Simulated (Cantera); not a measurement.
Mixture: 5.58 % CH₄, 17.4 % O₂, 65.8 % N₂, 11.2 % H₂O, at 260000 Pa, adiabatic and at constant pressure. Ignition delay is the time to a rise of 400 K.

Detailed kinetics in Cantera: GRI-Mech 3.0 (53 species, 325 reactions).

Task: Predict: delay at 1075 K; delay at 1275 K; delay at 1475 K; delay at 1675 K; delay at 1875 K; apparent activation energy between 1775 and 1975 K.

Result: 
```json
{
  "delay at 1075 K": "98.4 ms",
  "delay at 1275 K": "7.09 ms",
  "delay at 1475 K": "0.765 ms",
  "delay at 1675 K": "0.119 ms",
  "delay at 1875 K": "29.6 µs",
  "apparent activation energy between 1775 and 1975 K": "170 kJ/mol"
}
```
